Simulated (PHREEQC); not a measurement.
Consider water at 24 °C with 0.0076 mol/kgw H2SO4 and 0.0032 mol/kgw FeCl3. Closed to the air; pH follows from the charge balance.

Model: ion-association model, wateq4f.dat, run in PHREEQC.

```json
{
 "pH": "1.93",
 "ionic_strength": "0.0215 mol/kgw",
 "total_alkalinity": "-21.6 meq/kg"
}
```

```csv
species,molality,activity,log γ
H+,0.0132,0.0117,-0.052
Cl-,0.00954,0.00825,-0.064
SO4-2,0.00280,0.00161,-0.241
FeSO4+,0.00246,0.00214,-0.060
HSO4-,0.00205,0.00178,-0.061
Fe+3,0.000366,0.000124,-0.469
FeHSO4+2,0.000118,6.69e-5,-0.247
FeOH+2,0.000113,6.49e-5,-0.241
Fe(SO4)2-,8.63e-5,7.49e-5,-0.062
FeCl+2,5.22e-5,3.00e-5,-0.241
Fe(OH)2+,2.03e-6,1.77e-6,-0.059
```

No solid was allowed to form. The solution is supersaturated, for example in Hematite (slow to form), Goethite (slow to form), so a real one may precipitate; this is no full list. Species that the database lacks are ignored.
